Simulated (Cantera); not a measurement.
An isothermal, constant-pressure homogeneous reactor starts with NO : N₂ = 1 : 0.68 (molar parts), at 1625 K and 8400 Pa. Integrator tolerance rtol = 1e-08.

Cantera simulation using GRI-Mech 3.0 (53 species, 325 reactions); the numbers are that mechanism's predictions, not measurements.

Task: What does this change do: pressure from 8400 Pa to 101000 Pa?

Result: 
```csv
quantity,before,after
x(NO) at 5.00 s,0.583 (gas-phase equilibrium 0.00242),0.475 (gas-phase equilibrium 0.00242)
x(N₂O) at 5.00 s,0.000118 (gas-phase equilibrium 3.93e-8),8.30e-5 (gas-phase equilibrium 1.36e-7)
x(O₂) at 5.00 s,0.00602 (gas-phase equilibrium 0.296),0.0591 (gas-phase equilibrium 0.296)
x(NO₂) at 5.00 s,0.000127 (gas-phase equilibrium 3.14e-6),0.000974 (gas-phase equilibrium 1.09e-5)
x(N₂) at 5.00 s,0.411 (gas-phase equilibrium 0.701),0.465 (gas-phase equilibrium 0.701)
```

Task: What does this change do: temperature 1625 to 1875 K?

Result: 
```csv
quantity,before,after
x(NO) at 5.00 s,0.583 (gas-phase equilibrium 0.00242),0.440 (gas-phase equilibrium 0.00594)
x(N₂O) at 5.00 s,0.000118 (gas-phase equilibrium 3.93e-8),6.93e-5 (gas-phase equilibrium 9.24e-8)
x(O₂) at 5.00 s,0.00602 (gas-phase equilibrium 0.296),0.0774 (gas-phase equilibrium 0.294)
x(NO₂) at 5.00 s,0.000127 (gas-phase equilibrium 3.14e-6),0.000166 (gas-phase equilibrium 4.39e-6)
x(N₂) at 5.00 s,0.411 (gas-phase equilibrium 0.701),0.482 (gas-phase equilibrium 0.699)
```
